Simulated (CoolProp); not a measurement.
CH3F (R41) along the isobar 55.5 bar: fugacity coefficient from the reference equation and from simpler models built on Tc = 317.3 K, pc = 59.06 bar, ω = 0.200; each cubic takes its own stable root.

Model: reference Helmholtz-energy equation of state, Lemmon 2006, in CoolProp. It is a short technical equation, of lower accuracy than the large ones.

```
T (K)   phase  reference  Redlich-Kwong  Soave-Redlich-Kwong  Peng-Robinson
-----  ------  ---------  -------------  -------------------  -------------
259.6  liquid     0.2243         0.2838               0.2437         0.2355
271.4  liquid     0.2978         0.3624               0.3240            [?]
283.2  liquid     0.3822         0.4479               0.4152         0.4007
295    liquid     0.4756         0.5374               0.5142         0.4964
306.8  liquid     0.5750         0.6266               0.6157         0.5947
318.7     gas     0.6587         0.6931               0.6937         0.6710
330.5     gas        [?]         0.7274               0.7323         0.7092
342.3     gas     0.7347         0.7557               0.7639         0.7406
354.1     gas     0.7631         0.7799               0.7908         0.7676
365.9     gas     0.7875         0.8009               0.8143         0.7912
377.7     gas     0.8088         0.8194               0.8348         0.8120
389.6     gas     0.8275         0.8360               0.8531         0.8306
401.4     gas     0.8440         0.8505               0.8692         0.8471
413.2     gas     0.8586         0.8636               0.8835            [?]
425       gas        [?]         0.8753               0.8963         0.8750
```

**Question.** What belongs in the gaps?

**Answer.** 
- 271.4, Peng-Robinson: 0.3128
- 330.5, reference: 0.7008
- 413.2, Peng-Robinson: 0.8618
- 425, reference: 0.8716
